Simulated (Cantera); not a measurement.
**Equilibrium for calcination and drying: Ca(OH)2 + H2O**

Feed: 1 mol Ca(OH)2, 2 mol H2O, at 1625 K and 6.20 bar.

Method: chemical equilibrium by Gibbs-energy minimisation in Cantera with the NASA 1993 tables (ideal gas, pure condensed phases). Candidate condensed phases: Ca, CaO, Ca(OH)2, H2O; 14 gas species. Kinetics and transport are ignored.

| Property | Result |
|---|---|
| x(H2O) | 0.999 |
| x(H2) | 0.000305 |
| x(O2) | 0.000136 |
| x(OH) | 6.82e-5 |
| x(Ca(OH)2) | 2.74e-6 |
| n(CaO(s)) | 1.000 mol |
| gas amount | 3.001 mol |
| log10 activity of Ca(l) (absent) | -13.30 |
